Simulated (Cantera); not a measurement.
Source: NASA polynomial tables (part measured, part estimated), evaluated in Cantera. Values are per mole of reaction as written; species without (g) are pure solids or liquids, kept so even where they would boil at 1 bar.

Q: Between 300 and 1673 K, where is each reaction favourable under standard conditions?
- 2 CsCl → Cl2(g) + 2 Cs(g)

A: 
- 2 CsCl → Cl2(g) + 2 Cs(g): ΔG° is 927 kJ at 300 K and 518 kJ at 1673 K; it stays positive (K < 1). ΔH° is 917 kJ and ΔS° 238 J/K at 1673 K.
